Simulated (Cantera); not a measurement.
A freely propagating, adiabatic, planar premixed flame of CH4 : C2H6 : O2 : N2 = 1 : 0.79 : 3.4 : 12.8 (molar parts), equivalence ratio 1.4, unburnt at 375 K and 0.200 bar; mixture-averaged transport, grid criteria slope 0.08 and curve 0.16, no radiation.

Cantera simulation using GRI-Mech 3.0 (53 species, 325 reactions); the numbers are that mechanism's predictions, not measurements. Burning velocities carry a grid error of a few per cent, more on coarse grids.

Predict: laminar burning velocity; thermal thickness; peak x(CH2CO); peak x(HO2).


| Item | Value |
|---|---|
| laminar burning velocity | 50.8 cm/s |
| thermal thickness | 1.97 mm |
| peak x(CH2CO) | 0.000669 |
| peak x(HO2) | 0.000139 |
